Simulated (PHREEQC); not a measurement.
K2CO3 is added in steps, without added water, to 1 kg of water holding 0.016 mol HF, 0.011 mol NaF, 1.9e-05 mol H4SiO4 and 0.0072 mol HCl, at 25 °C. O2 is buffered at 0.21 atm. CO2 from the air is kept out. Solids allowed: Chalcedony, Halite, Nahcolite, Natron. Others were left out.

Base run: PHREEQC, ion-association model, wateq4f.dat. Each further column changes one thing. The table gives H4SiO4 (mol/kgw).

```csv
K2CO3 added (mol),base,Debye-Hückel limiting law,Davies equation for every ion,all activity coefficients set to 1,database phreeqc.dat
0,1.26e-11,1.20e-11,1.24e-11,1.68e-11,8.77e-12
0.001625,1.05e-11,1.00e-11,1.03e-11,1.37e-11,7.73e-12
0.003792,1.21e-11,1.14e-11,1.18e-11,1.55e-11,9.45e-12
0.005417,1.84e-11,1.74e-11,1.80e-11,2.39e-11,1.51e-11
0.007583,5.89e-11,5.53e-11,5.74e-11,7.78e-11,5.18e-11
0.009208,3.28e-10,3.06e-10,3.19e-10,4.40e-10,3.03e-10
0.01137,4.79e-7,4.36e-7,4.57e-7,6.43e-7,4.75e-7
0.013,1.89e-5,1.89e-5,1.89e-5,1.89e-5,1.89e-5
```

wateq4f.dat counts part of the HF as a dimer, H2F2, which phreeqc.dat doesn't know; its constant is uncertain. SiF6-2 is the database's only silicon fluoride. phreeqc.dat and wateq4f.dat share most of their constants, so their agreement is no independent check. Solids allowed in the column 'database phreeqc.dat': SiO2(a), Halite, Sylvite.
